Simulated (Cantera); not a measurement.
A closed system holds: 1 mol Si3H8, 0.71 mol HCl, 16 mol N2, equilibrated at 100000 Pa.

Equilibrium computed with Cantera from the NASA thermochemical tables; the gas is ideal and each condensed phase is pure. Candidate condensed phases: NH4Cl, Si, Si3N4; 28 gas species. The feed counts by its element totals alone. N2 is the only nitrogen source here; it is nearly inert below about 1500 K, so the nitride shown seldom forms there in practice. Rates play no part. All values below are at 1050 K.

Base state: N2 0.748, H2 0.214, HCl 0.0379, NH3 3.63e-5, SiCl4 1.36e-5 (mole fractions); condensed: Si3N4(s).

Question: What changes in the equilibrium state with this change: Si3H8 replaced by SiH2Cl2?

Answer: 
| species | before | after |
|---|---|---|
| N2 | 0.748 | 0.865 |
| HCl | 0.0379 | 0.0874 |
| H2 | 0.214 | 0.0318 |
| SiCl4 | 1.36e-5 | 0.0158 |
| SiCl3 | 5.53e-8 | 1.08e-5 |
| SiHCl3 | 7.97e-7 | 5.98e-5 |
| NH3 | 3.63e-5 | 2.23e-6 |
| Si3N4(s), mol | 1.000 | 0.238 |
The tables' values for SiCl3 are old estimates; treat these amounts as uncertain.
